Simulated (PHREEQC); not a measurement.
1 kg of water holding 110 mmol/kgw K2CO3 meets 20 L of dry gas (CO2 0.53, CH4 0.47 by moles) at fixed total pressure, at 50 °C; fugacities by Peng-Robinson. The gases take part in no redox reaction, some water evaporates into the gas, and hydrates or a liquid gas phase aren't modelled. No solid was allowed to form.

All values are PHREEQC results (ion-association model, phreeqc.dat), not measurements.

| P (atm) | dissolved CO2 (all carbonate carbon) (mol/kgw) | φ of CO2 | p of CO2 (atm) | dissolved CH4 (mol/kgw) | φ of CH4 | p of CH4 (atm) | pH |
|---|---|---|---|---|---|---|---|
| 2 | 0.237 | 0.991 | 0.916 | 0.001000 | 0.997 | 0.962 | 7.25 |
| 5 | 0.266 | 0.979 | 2.49 | 0.00246 | 0.992 | 2.39 | 6.82 |
| 10 | ? | 0.958 | 5.11 | 0.00484 | 0.985 | 4.76 | 6.52 |
| 20 | 0.395 | 0.918 | 10.4 | 0.00940 | 0.970 | 9.50 | 6.23 |
| 30 | 0.470 | ? | 15.6 | 0.0137 | 0.956 | 14.2 | 6.08 |
| 40 | ? | 0.841 | 20.9 | 0.0178 | 0.943 | 19.0 | 5.97 |
| 50 | 0.596 | 0.804 | 26.2 | 0.0217 | 0.931 | 23.7 | 5.89 |
| 75 | 0.713 | 0.719 | 39.4 | 0.0306 | 0.905 | 35.4 | 5.77 |
| 100 | ? | ? | 52.6 | 0.0387 | ? | 47.2 | 5.70 |
| 150 | 0.871 | 0.517 | 79.0 | 0.0528 | 0.858 | 70.6 | 5.63 |
| 200 | 0.907 | 0.436 | 105 | 0.0644 | 0.836 | 94.1 | 5.58 |
| 300 | ? | 0.352 | 158 | 0.0821 | 0.803 | 141 | 5.52 |
| 400 | 0.986 | 0.314 | 211 | 0.0959 | 0.794 | 188 | 5.46 |

Q: Complete the blanks.

A: 
- 10, dissolved CO2 (all carbonate carbon) (mol/kgw): 0.311
- 30, φ of CO2: 0.879
- 40, dissolved CO2 (all carbonate carbon) (mol/kgw): 0.537
- 100, dissolved CO2 (all carbonate carbon) (mol/kgw): 0.791
- 100, φ of CO2: 0.641
- 100, φ of CH4: 0.885
- 300, dissolved CO2 (all carbonate carbon) (mol/kgw): 0.952

Constants without temperature data keep their 25 °C values here.
